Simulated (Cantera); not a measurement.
Feed: 1 mol CaO, 1.4 mol Cl₂, 1.1 mol N₂, at 1150 K and 75.0 Torr.

Cantera equilibrium calculation (NASA polynomials, part measured and part estimated; ideal gas, pure solids and liquids). Candidate condensed phases: Ca, CaCl₂, CaO; 17 gas species. Condensed phases not in the tables: oxide chlorides. The numbers say what is thermodynamically allowed, not how fast it happens.

Base state: N₂ 0.549, O₂ 0.249, Cl₂ 0.198, Cl 0.00386, NO 0.000119, ClO 2.65e-5, CaCl₂ 2.09e-5 (mole fractions); condensed: CaCl₂(l).

**Question.** What changes in the equilibrium state with this change: CaO replaced by Fe₂O₃?

**Answer.** 
| species | before | after |
|---|---|---|
| N₂ | 0.549 | 0.425 |
| Cl₂ | 0.198 | 0.384 |
| FeCl₃ | 0 | 0.0957 |
| O₂ | 0.249 | 0.0795 |
| CaCl₂ | 2.09e-5 | 0 |
| FeCl₂ | 0 | 0.00983 |
| Fe₂Cl₆ | 0 | 0.000217 |
| Fe₂Cl₄ | 0 | 1.18e-5 |
| NO | 0.000119 | 5.93e-5 |
| CaCl₂(l), mol | 1.000 | 0 |
| Fe₂O₃(s), mol | 0 | 0.863 |
Further candidate phases: Fe, FeCl₂, FeCl₃, FeO, Fe₂O₃, Fe₃O₄.
